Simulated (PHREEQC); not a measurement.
A solution holds 0.0075 mol H2SiF6, 0.00098 mol (NH4)2SiF6, 0.13 mol H3BO3 and 0.016 mol H2SO4 per kg of water, at 25 °C. Closed to the air; pH follows from the charge balance.

Equilibrium calculation in PHREEQC: ion-association model, phreeqc.dat.

Task: The ionic strength comes out as 0.0422 mol/kgw. What activity coefficients do BF3OH-, BF4-, SiF6-2, NH4+, SO4-2 get?

Result: BF3OH- 0.83, BF4- 0.83, SiF6-2 0.49, NH4+ 0.81, SO4-2 0.48.

No solid was allowed to form. Saturation is exceeded, for instance for SiO2(a), Quartz (slow to form); the values hold only as long as no solid forms. SiF6-2 is the database's only silicon fluoride. Real BF4- forms and hydrolyses slowly; the run takes it at equilibrium.
